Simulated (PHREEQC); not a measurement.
Make-up at 55 °C: 0.13 mol/kgw H3PO4, 0.00027 mol/kgw Na2SO4 and 0.085 mol/kgw KCl. Closed to the air; pH follows from the charge balance.

The numbers come from PHREEQC with the ion-association model, wateq4f.dat.

**Question.** The ionic strength comes out as 0.114 mol/kgw. What activity coefficients do Na+, K+, H+, SO4-2, Cl- get?

**Answer.** Na+ 0.76, K+ 0.74, H+ 0.81, SO4-2 0.34, Cl- 0.74.

No solid was allowed to form. H3PO4, which wateq4f.dat lacks, is added to it with the constant of phreeqc.dat. Away from 25 °C the constants follow the database's enthalpies or fits; those with neither stay at their 25 °C values.
